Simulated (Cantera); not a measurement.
What does this Cantera script print?

```python
import numpy as np
import cantera as ct

gas_names = """
    H2S H S2 H2
""".split()
cond_names = """
    S(cr1) S(cr2) S(L)
""".split()


def load(file, names, dense=False):
    # The tables refer to 1 bar. Condensed volumes are neglected.
    table = {s.name: s for s in ct.Species.list_from_file(file)}
    out = []
    for n in names:
        d = dict(table[n].input_data)
        d["thermo"] = dict(d["thermo"], **{"reference-pressure": 1e5})
        if dense:
            d["equation-of-state"] = {"model": "constant-volume", "density": "1e6 g/cm^3"}
        out.append(ct.Species.from_dict(d))
    return out


species = {s.name: s for s in load("nasa_gas.yaml", gas_names) + load("nasa_condensed.yaml", cond_names)}
# Each term lists the table entries of one substance; the one whose range holds T is used.
reactions = {
    'H2S(g) = S + 2 H(g)':
        [(-1, ['H2S']), (1, ['S(cr1)', 'S(cr2)', 'S(L)']), (2, ['H'])],
    '2 S = S2(g)':
        [(-2, ['S(cr1)', 'S(cr2)', 'S(L)']), (1, ['S2'])],
    '4 H(g) + S2(g) = 2 H2S(g)':
        [(-4, ['H']), (-1, ['S2']), (2, ['H2S'])],
    '2 H(g) = H2(g)':
        [(-2, ['H']), (1, ['H2'])],
}


def pick(names, T):
    return next(species[n] for n in names if species[n].thermo.min_temp <= T <= species[n].thermo.max_temp)


results = []
for label, terms in reactions.items():
    print(label)
    print("     T/K   dH/kJ  dS/(J/K)   dG/kJ   log10 K")
    for T in [300, 623, 673, 723, 773, 823, 873, 923]:
        used = [(nu, pick(names, T)) for nu, names in terms]
        dH = sum(nu * s.thermo.h(T) for nu, s in used) / 1e6
        dS = sum(nu * s.thermo.s(T) for nu, s in used) / 1e3
        dG = dH - T * dS / 1e3
        logK = -dG * 1e6 / (ct.gas_constant * T * np.log(10))
        results.append((label, T, dH, dS, dG, logK, [s.name for _, s in used]))
        print(f"{T:8g} {dH:8.1f} {dS:8.1f} {dG:8.1f} {logK:8.2f}")
```

Output:

```
H2S(g) = S + 2 H(g)
     T/K   dH/kJ  dS/(J/K)   dG/kJ   log10 K
     300    456.6     55.9    439.8   -76.57
     623    471.3     89.5    415.6   -34.84
     673    473.1     92.1    411.1   -31.90
     723    474.7     94.4    406.4   -29.36
     773    476.2     96.4    401.6   -27.14
     823    477.7     98.3    396.8   -25.18
     873    479.2    100.1    391.8   -23.44
     923    480.8    101.9    386.7   -21.89
2 S = S2(g)
     T/K   dH/kJ  dS/(J/K)   dG/kJ   log10 K
     300    128.4    164.1     79.2   -13.78
     623    113.1    129.7     32.3    -2.71
     673    111.7    127.4     25.9    -2.01
     723    110.4    125.6     19.6    -1.41
     773    109.2    124.0     13.3    -0.90
     823    107.9    122.4      7.2    -0.45
     873    106.5    120.7      1.1    -0.06
     923    104.9    119.0     -4.9     0.28
4 H(g) + S2(g) = 2 H2S(g)
     T/K   dH/kJ  dS/(J/K)   dG/kJ   log10 K
     300  -1041.5   -275.9   -958.7   166.92
     623  -1055.8   -308.7   -863.5    72.40
     673  -1057.8   -311.7   -848.0    65.82
     723  -1059.7   -314.4   -832.3    60.13
     773  -1061.5   -316.9   -816.6    55.18
     823  -1063.2   -319.0   -800.7    50.82
     873  -1064.9   -321.0   -784.7    46.95
     923  -1066.5   -322.7   -768.6    43.49
2 H(g) = H2(g)
     T/K   dH/kJ  dS/(J/K)   dG/kJ   log10 K
     300   -436.0    -98.8   -406.4    70.75
     623   -440.0   -107.9   -372.8    31.26
     673   -440.6   -108.8   -367.4    28.51
     723   -441.2   -109.7   -361.9    26.15
     773   -441.8   -110.5   -356.4    24.08
     823   -442.4   -111.2   -350.9    22.27
     873   -443.0   -111.9   -345.3    20.66
     923   -443.6   -112.6   -339.7    19.22
```

Cantera with NASA thermochemical tables; ideal gases at 1 bar, condensed phases pure. Condensed species are held in their standard states even where they would react or evaporate.
